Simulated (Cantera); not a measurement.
Source: NASA polynomial tables (part measured, part estimated), evaluated in Cantera. Values are per mole of reaction as written; species without (g) are pure solids or liquids, kept so even where they would boil at 1 bar.

3 H(g) + Cr2N + 3 O2(g) = 2 CrO3(g) + NH3(g), with ΔH° = -1160.3 kJ and ΔS° = -299.8 J/K at 300 K.

Task: How far is the shortcut ΔG° ≈ ΔH°(300 K) − T·ΔS°(300 K) from the full temperature-dependent value at 723, 773, 823, 873, 923, 973, 1023, 1073, 1123 K?

Result: 
```csv
T (K),shortcut (kJ),full (kJ),difference (kJ),difference in log10 K
723,-943.5,-931.0,-12.5,0.91
773,-928.6,-913.5,-15.1,1.02
823,-913.6,-895.9,-17.7,1.12
873,-898.6,-878.1,-20.5,1.23
923,-883.6,-860.2,-23.4,1.32
973,-868.6,-842.2,-26.4,1.42
1023,-853.6,-824.0,-29.6,1.51
1073,-838.6,-805.8,-32.8,1.60
1123,-823.6,-787.5,-36.2,1.68
```
The shortcut ignores the heat-capacity change of the reaction.
